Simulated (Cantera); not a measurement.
Cantera run:

```python
import numpy as np
import cantera as ct

gas_names = """
    C CH CH2 CH3 CH2OH CH3O CH4 CH3OH CO CO2 COOH C2 C2H CHCO,ketyl C2H2,acetylene C2H2,vinylidene
    CH2CO,ketene C2H3,vinyl CH3CO,acetyl C2H4 C2H4O,ethylen CH3CHO,ethanal CH3COOH (HCOOH)2 C2H5 C2H6
    CH3OCH3 C2H5OH C2O C3 C3H3,propargyl C3H4,allene C3H4,propyne C3H4,cyclo- C3H5,allyl C3H6,propylene
    C3H6,cyclo- C3H6O C3H7,n-propyl C3H7,i-propyl C3H8 C3H8O,1propanol C3H8O,2propanol C3O2 C4 C4H2
    C4H4,1,3-cyclo- C4H6,butadiene C4H6,2-butyne C4H6,cyclo- C4H8,1-butene C4H8,cis2-buten
    C4H8,tr2-butene C4H8,isobutene C4H8,cyclo- (CH3COOH)2 C4H9,n-butyl C4H9,i-butyl C4H9,s-butyl
    C4H9,t-butyl C4H10,isobutane C4H10,n-butane C5 C5H6,1,3cyclo- C5H8,cyclo- C5H10,1-pentene
    C5H10,cyclo- C5H11,pentyl C5H11,t-pentyl C5H12,n-pentane C5H12,i-pentane CH3C(CH3)2CH3 C6H2
    C6H5,phenyl C6H5O,phenoxy C6H6 C6H5OH,phenol C6H10,cyclo- C6H12,1-hexene C6H12,cyclo- C6H13,n-hexyl
    C7H7,benzyl C7H8 C7H8O,cresol C7H14,1-heptene C7H15,n-heptyl C7H16,n-heptane C8H8,styrene
    C8H10,ethylbenz C8H16,1-octene C8H17,n-octyl C8H18,isooctane C8H18,n-octane C9H19,n-nonyl
    C10H8,naphthale C10H21,n-decyl C12H9,o-bipheny C12H10,bipheny Fe FeC5O5 FeO Fe(OH)2 H HCO HO2 H2
    HCHO,formaldehy HCOOH H2O H2O2 O OH O2 O3
""".split()
cond_names = """
    C(gr) C6H6(L) C7H8(L) C8H18(L),n-octa Fe(a) Fe(c) Fe(d) Fe(L) FeC5O5(L) FeO(s) FeO(L) Fe(OH)2(s)
    Fe(OH)3(s) Fe2O3(s) Fe3O4(s) H2O(s) H2O(L)
""".split()


def load(file, names, dense=False):
    # The tables refer to 1 bar. Condensed volumes are neglected.
    table = {s.name: s for s in ct.Species.list_from_file(file)}
    out = []
    for n in names:
        d = dict(table[n].input_data)
        d["thermo"] = dict(d["thermo"], **{"reference-pressure": 1e5})
        if dense:
            d["equation-of-state"] = {"model": "constant-volume", "density": "1e6 g/cm^3"}
        out.append(ct.Species.from_dict(d))
    return out


gas = ct.Solution(thermo="ideal-gas", species=load("nasa_gas.yaml", gas_names))
cond = {s.name: ct.Solution(thermo="fixed-stoichiometry", species=[s], name=s.name)
        for s in load("nasa_condensed.yaml", cond_names, dense=True)}
atoms = {
    'Fe(CO)5': {'Fe': 1, 'C': 5, 'O': 5},
    'O2': {'O': 2},
    'H2': {'H': 2},
}
top_T = {'C(gr)': 4500, 'Fe2O3(s)': 1830, 'Fe3O4(s)': 1870}  # K; cautious upper limits of use, not melting points


def equilibrate(T, P, feed):
    n = {}
    for name, mol in feed.items():
        for a, k in atoms[name].items():
            n[a] = n.get(a, 0.0) + k * mol
    gas.TPX = T, P, n
    mass = sum(n.values()) * gas.mean_molecular_weight
    gas.equilibrate("TP")
    valid = [c for c in cond.values() if c.min_temp <= T <= top_T.get(c.name, c.max_temp)]
    mix = ct.Mixture([(gas, mass / gas.mean_molecular_weight)] + [(c, 0.0) for c in valid])
    mix.T, mix.P = T, P
    mix.equilibrate("TP", solver="vcs", rtol=1e-11, max_steps=5000)
    return mix


results = []
feed = {'Fe(CO)5': 1, 'O2': 0.038, 'H2': 0.78}  # mol
T = 1148.15  # K
P = 100  # Pa
mix = equilibrate(T, P, feed)
results.append((T, P, feed, dict(zip(mix.species_names, mix.species_moles))))
x = sorted(zip(gas.X, gas.species_names), reverse=True)
print(f"T = {T:g} K  P = {P:g} Pa  gas = {mix.phase_moles(0):.4g} mol")
print("   x: " + "  ".join(f"{s} {v:.3e}" for v, s in x if v > 1e-06))
print("   condensed (mol): " + ("  ".join(f"{mix.phase(i).name} {mix.phase_moles(i):.4g}"
      for i in range(1, mix.n_phases) if mix.phase_moles(i) > 1e-12) or "none"))
```

Output:

```
T = 1148.15 K  P = 100 Pa  gas = 5.78 mol
   x: CO 8.539e-01  H2 1.329e-01  CO2 1.111e-02  H2O 2.043e-03
   condensed (mol): Fe(a) 1
```

Cantera equilibrium calculation (NASA polynomials, part measured and part estimated; ideal gas, pure solids and liquids).
